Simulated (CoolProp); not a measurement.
Properties of hydrogen sulfide along the isobar 43300 kPa (Tc = 373.1 K, pc = 8999 kPa, ω = 0.101).

Model: reference Helmholtz-energy equation of state, Lemmon 2006, in CoolProp. It is a short technical equation, of lower accuracy than the large ones.

```tsv
T (K)	phase	density (kg/m³)	cv (kJ/(kg K))	expansivity (1/kK)	viscosity (µPa s)
233.1	liquid	954.4	1.199	1.556	270
250.2	liquid	928.8	1.165	…	233
267.3	liquid	902.7	1.137	1.709	204
284.4	liquid	876.0	1.112	1.805	181
301.4	liquid	848.7	1.092	1.916	…
318.5	liquid	820.5	…	2.043	144
335.6	liquid	791.3	1.060	2.189	…
352.7	liquid	761.2	1.048	2.353	116
369.8	liquid	730.1	1.038	2.537	104
386.9	supercritical	697.9	1.030	2.739	93.4
404	supercritical	664.7	1.024	2.953	84.2
421.1	supercritical	630.8	1.019	3.172	76.0
```

Question: What belongs in the gaps?

Answer: 
- 250.2, expansivity (1/kK): 1.627
- 301.4, viscosity (µPa s): 161
- 318.5, cv (kJ/(kg K)): 1.075
- 335.6, viscosity (µPa s): 129

Viscosity comes from a separate model (Quiñones-Cisneros 2012).
